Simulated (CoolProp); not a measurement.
p-xylene along the isotherm 620 K: fugacity coefficient from the reference equation and from simpler models built on Tc = 616.2 K, pc = 3532 kPa, ω = 0.324; each cubic takes its own stable root.

Computed with CoolProp (reference Helmholtz-energy equation of state, Zhou 2012).

| p (kPa) | phase | reference | van der Waals | Redlich-Kwong |
|---|---|---|---|---|
| 136 | gas | 0.9857 | 0.9887 | 0.9871 |
| 272 | gas | 0.9716 | 0.9775 | 0.9743 |
| 407 | gas | 0.9577 | 0.9664 | 0.9617 |
| 543 | gas | 0.9438 | 0.9552 | 0.9490 |
| 679 | gas | 0.9299 | 0.9440 | 0.9364 |
| 815 | gas | 0.9162 | 0.9328 | 0.9238 |
| 951 | gas | 0.9026 | 0.9217 | 0.9113 |
| 1090 | gas | 0.8887 | 0.9103 | 0.8985 |
| 1220 | gas | 0.8759 | 0.8996 | 0.8867 |
| 1360 | gas | 0.8621 | 0.8881 | 0.8739 |
| 1490 | gas | 0.8493 | 0.8775 | 0.8621 |
| 1630 | gas | 0.8357 | 0.8660 | 0.8494 |
| 1770 | gas | 0.8221 | 0.8544 | 0.8367 |
